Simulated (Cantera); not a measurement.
A perfectly stirred reactor is fed with CH4 : H2 : N2 = 0.033 : 1 : 0.01 (molar parts), at 0.132 atm; it is held at 2225 K, and followed from long to short residence time.

Computed with Cantera and GRI-Mech 3.0 (53 species, 325 reactions). GRI-Mech 3.0 stops at C3 and has no aromatics, soot or wall deposition, so with more carbon than oxygen in the feed, carbon stays in small species such as C2H2 where larger ones or solid carbon would form.

Question: What does this change do: N2 0.01 to 0.017 parts?

Answer: 
```csv
quantity,before,after
x(CH4) at τ = 11.0 s,0.000115,0.000113
x(H2) at τ = 11.0 s,0.958,0.952
x(C2H4) at τ = 11.0 s,4.17e-6,4.09e-6
x(CH2) at τ = 11.0 s,1.05e-6,1.04e-6
x(HCN) at τ = 11.0 s,0.000263,0.000435
x(CH4) at τ = 36.0 ms,0.00199,0.00198
x(H2) at τ = 36.0 ms,0.959,0.953
x(C2H4) at τ = 36.0 ms,7.36e-6,7.29e-6
x(CH2) at τ = 36.0 ms,1.22e-5,1.22e-5
x(HCN) at τ = 36.0 ms,8.44e-6,1.43e-5
```

Question: What does this change do: 0.0081 parts H2O added?

Answer: 
```csv
quantity,before,after
x(CH4) at τ = 11.0 s,0.000115,0.000117
x(H2) at τ = 11.0 s,0.958,0.955
x(C2H4) at τ = 11.0 s,4.17e-6,3.08e-6
x(CH2) at τ = 11.0 s,1.05e-6,1.07e-6
x(HCN) at τ = 11.0 s,0.000263,0.000262
x(CH4) at τ = 36.0 ms,0.00199,0.00204
x(H2) at τ = 36.0 ms,0.959,0.954
x(C2H4) at τ = 36.0 ms,7.36e-6,6.88e-6
x(CH2) at τ = 36.0 ms,1.22e-5,1.24e-5
x(HCN) at τ = 36.0 ms,8.44e-6,8.41e-6
```
